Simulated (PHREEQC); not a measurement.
Make-up at 25 °C: 21 mmol/kgw Na2SO4 and 0.027 mmol/kgw H4SiO4. Closed to the air; pH follows from the charge balance.

Equilibrium calculation in PHREEQC: ion-association model, phreeqc.dat.

**Question.** The ionic strength comes out as 0.0596 mol/kgw. What activity coefficients do Na+, NaSO4-, SO4-2 get?

**Answer.** Na+ 0.81, NaSO4- 0.82, SO4-2 0.44.

Precipitation was switched off in this run.
